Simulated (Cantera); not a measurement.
**Ignition delay**

Mixture: CO : H2 : O2 : N2 = 1 : 0.065 : 0.41 : 1.76 (molar parts), equivalence ratio 1.3, at 1.70 bar, adiabatic and at constant volume. Ignition delay is the time to a rise of 400 K.

Detailed kinetics in Cantera: GRI-Mech 3.0 (53 species, 325 reactions). Where the delays flatten at high temperature, the 400 K rule measures the pace of heat release, not the induction time.

| T0 (K) | delay (ms) |
|---|---|
| 1200 | 0.0810 |
| 1275 | 0.0577 |
| 1350 | 0.0453 |
| 1425 | 0.0379 |
| 1500 | 0.0333 |
| 1575 | 0.0305 |
| 1650 | 0.0288 |
| 1725 | 0.0280 |
